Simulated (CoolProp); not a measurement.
Saturation properties of n-undecane.

Values from CoolProp's reference Helmholtz-energy equation of state, Aleksandrov 2011. It is a short technical equation, of lower accuracy than the large ones.

```
T (°C)   p (MPa)  liquid density (kg/m³)  vapour density (kg/m³)  enthalpy of vaporisation (kJ/kg)
------  --------  ----------------------  ----------------------  --------------------------------
101.45  0.004710                   677.9                  0.2384                             318.7
107.65  0.006118                   673.0                  0.3051                             315.4
113.95  0.007895                   668.1                  0.3880                             312.0
120.15   0.01004                   663.2                  0.4870                             308.6
126.35   0.01266                   658.2                  0.6058                             305.2
132.65   0.01587                   653.2                  0.7497                             301.8
138.85   0.01966                   648.1                  0.9174                             298.3
145.15   0.02423                   643.0                   1.118                             294.8
151.35   0.02954                   637.9                   1.348                             291.3
157.65   0.03587                   632.6                   1.620                             287.8
163.85   0.04313                   627.4                   1.930                             284.2
170.05   0.05152                   622.1                   2.285                             280.6
176.35   0.06134                   616.6                   2.697                             276.9
```

It boils at 195.8 °C under 1 atm.
